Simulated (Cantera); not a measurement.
Charge: 1 mol Si, 1.6 mol HCl, 3.8 mol H2, held at 1400 °C and 10000 Pa.

Cantera equilibrium calculation (NASA polynomials, part measured and part estimated; ideal gas, pure solids and liquids). Candidate condensed phases: Si; 19 gas species. The tables' values for SiCl3, SiCl are old estimates; treat these amounts as uncertain. The numbers say what is thermodynamically allowed, not how fast it happens.

Base state: H2 0.788, HCl 0.130, SiCl2 0.0773, SiCl3 0.00330, H 0.000320, SiHCl3 0.000320, SiCl4 0.000294, SiH2Cl2 6.00e-5 (mole fractions); condensed: Si(s).

Q: What changes in the equilibrium state with this change: temperature from 1400 °C to 875 °C?

A: 
| species | before | after |
|---|---|---|
| H2 | 0.788 | 0.875 |
| HCl | 0.130 | 0.0495 |
| SiCl4 | 0.000294 | 0.0469 |
| SiCl2 | 0.0773 | 0.00615 |
| SiHCl3 | 0.000320 | 0.0166 |
| SiCl | 3.77e-5 | 1.11e-9 |
| Cl | 4.13e-5 | 1.06e-8 |
| H | 0.000320 | 2.12e-7 |
| SiH2Cl2 | 6.00e-5 | 0.000738 |
| Si(s), mol | 0.562 | 0.618 |
The tables' values for SiCl3 are old estimates; treat these amounts as uncertain.
